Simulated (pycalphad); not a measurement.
All values are pycalphad results on the COST 507 light-alloy database (1999) (1 atm), not direct measurements. The data set is of 1999 and partly superseded. Phase fractions are per mole of atoms.

Question: Give the equilibrium state of Ti-0.43B (at.%) at 727 °C.

Answer: 
```
T = 1000.00 K, P = 101325 Pa, N = 1 mol of atoms
G = -45364 J/mol, H = 19932 J/mol, S = 65.30 J/(mol K)  (SER reference)
chemical potentials (J/mol): Ti -44793, B -177592
phase             fraction      x(Ti)       x(B)
HCP_A3              0.9936     0.9989     0.0011
BM                  0.0064     0.5000     0.5000
```

Question: Give the equilibrium state of Ti-0.43B (at.%) at 1277 °C.

Answer: 
```
T = 1550.00 K, P = 101325 Pa, N = 1 mol of atoms
G = -86811 J/mol, H = 41386 J/mol, S = 82.71 J/(mol K)  (SER reference)
chemical potentials (J/mol): Ti -86348, B -193995
phase             fraction      x(Ti)       x(B)
BCC_A2              0.9951     0.9981     0.0019
BM                  0.0049     0.5000     0.5000
```

Database names, with the compositions (at.%) that they take in these runs: BM: Ti 50 B 50. BCC_A2 is bcc; HCP_A3 is hcp.
